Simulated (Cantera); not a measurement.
Input (Python, Cantera):

```python
import numpy as np
import cantera as ct

gas = ct.Solution("gri30.yaml", transport_model="multicomponent")
show = ['H', 'CH3', 'C2H2']

rows = []
print(f"{'T/K':>7s}{'rho':>11s}{'cp':>10s}{'mu':>11s}{'lambda':>11s}{'Pr':>7s}" + "".join(f"{'D_' + s:>11s}" for s in show))
for T in [400, 500, 600, 700, 800, 900, 1000, 1100, 1200]:
    gas.TPX = T, 200000, {'CO2': 0.74}
    Pr = gas.cp_mass * gas.viscosity / gas.thermal_conductivity
    D = [gas.mix_diff_coeffs_mole[gas.species_index(s)] for s in show]
    rows.append([gas.density, gas.cp_mass, gas.viscosity, gas.thermal_conductivity, Pr, *D])
    print(f"{T:7g}{gas.density:11.4e}{gas.cp_mass:10.1f}{gas.viscosity:11.4e}"
          f"{gas.thermal_conductivity:11.4e}{Pr:7.3f}" + "".join(f"{d:11.4e}" for d in D))
print("SI units: kg/m3, J/kg/K, Pa s, W/m/K, m2/s")
```

Result:

```
    T/K        rho        cp         mu     lambda     Pr        D_H      D_CH3     D_C2H2
    400 2.6465e+00     937.9 1.9751e-05 2.5287e-02  0.733 8.5322e-05 1.4964e-05 1.0733e-05
    500 2.1172e+00    1013.9 2.3989e-05 3.3180e-02  0.733 1.2775e-04 2.2402e-05 1.6203e-05
    600 1.7644e+00    1076.1 2.7866e-05 4.0901e-02  0.733 1.7651e-04 3.0949e-05 2.2518e-05
    700 1.5123e+00    1126.8 3.1458e-05 4.8364e-02  0.733 2.3111e-04 4.0521e-05 2.9611e-05
    800 1.3233e+00    1168.6 3.4817e-05 5.5541e-02  0.733 2.9120e-04 5.1052e-05 3.7429e-05
    900 1.1762e+00    1203.7 3.7985e-05 6.2453e-02  0.732 3.5646e-04 6.2490e-05 4.5932e-05
   1000 1.0586e+00    1234.3 4.0991e-05 6.9156e-02  0.732 4.2665e-04 7.4794e-05 5.5086e-05
   1100 9.6238e-01    1258.4 4.3861e-05 7.5500e-02  0.731 5.0159e-04 8.7929e-05 6.4862e-05
   1200 8.8218e-01    1279.4 4.6611e-05 8.1635e-02  0.731 5.8109e-04 1.0186e-04 7.5236e-05
SI units: kg/m3, J/kg/K, Pa s, W/m/K, m2/s
```

Detailed kinetics in Cantera: GRI-Mech 3.0 (53 species, 325 reactions).
